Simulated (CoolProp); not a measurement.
Computed with CoolProp (reference Helmholtz-energy equation of state, McLinden 2020).

### Question
For R1336mzz(Z), give the phase and the density (kg/m³), speed of sound (m/s), expansivity (1/kK), fugacity coefficient at 430.5 K and 1.59 MPa.

### Answer
- 430.5 K and 1.59 MPa: gas; density 99.9, speed of sound 114, expansivity 6.97, fugacity coefficient 0.786
